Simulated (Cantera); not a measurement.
A closed system holds: 1 mol Fe(CO)₅, 0.043 mol H₂, a varied amount of N₂, at 652 °C and 0.133 bar.

Equilibrium computed with Cantera from the NASA thermochemical tables; the gas is ideal and each condensed phase is pure. Candidate condensed phases: C, C₆H₆, C₇H₈, C₈H₁₈, Fe, Fe(CO)₅, FeO, Fe(OH)₂, Fe(OH)₃, Fe₂O₃, Fe₃O₄, H₂O; 140 gas species. Condensed phases not in the tables: cementite and carbon dissolved in iron. The numbers say what is thermodynamically allowed, not how fast it happens.

x: gas mole fraction; n: condensed amount in mol.

```
n(N₂) (mol)   x CO    x N₂   x CO₂     x H₂     x H₂O    x CH₄    x HCN  n C(graphite)  n Fe(α)
-----------  -----  ------  ------  -------  --------  -------  -------  -------------  -------
0.2          0.730  0.0463   0.214  0.00870   0.00126  2.29e-6  2.84e-8          0.927     1.00
0.31         0.715  0.0699   0.205  0.00848   0.00120  2.18e-6  3.44e-8          0.915     1.00
0.48         0.694   0.104   0.193  0.00817   0.00112  2.02e-6  4.12e-8          0.898     1.00
0.73         0.665   0.149   0.177  0.00775   0.00102      ___  4.81e-8          0.873     1.00
1.1          0.627   0.207   0.158  0.00721  0.000896      ___  5.47e-8          0.840     1.00
1.7          0.575   0.286   0.132  0.00648  0.000739      ___  6.09e-8          0.792     1.00
2.6          0.512   0.376   0.105  0.00565  0.000573      ___  6.52e-8          0.731     1.00
4            0.440   0.477  0.0777  0.00471  0.000411      ___  6.71e-8          0.655     1.00
6.1          0.366   0.577  0.0535  0.00379  0.000275      ___  6.61e-8          0.569     1.00
9.4          0.290   0.673  0.0338  0.00291  0.000167      ___  6.26e-8          0.474     1.00
```

Problem. Fill in the missing entries.

Solution. 
- 0.73, x CH₄: 1.82e-6
- 1.1, x CH₄: 1.57e-6
- 1.7, x CH₄: 1.27e-6
- 2.6, x CH₄: 9.64e-7
- 4, x CH₄: 6.72e-7
- 6.1, x CH₄: 4.35e-7
- 9.4, x CH₄: 2.56e-7
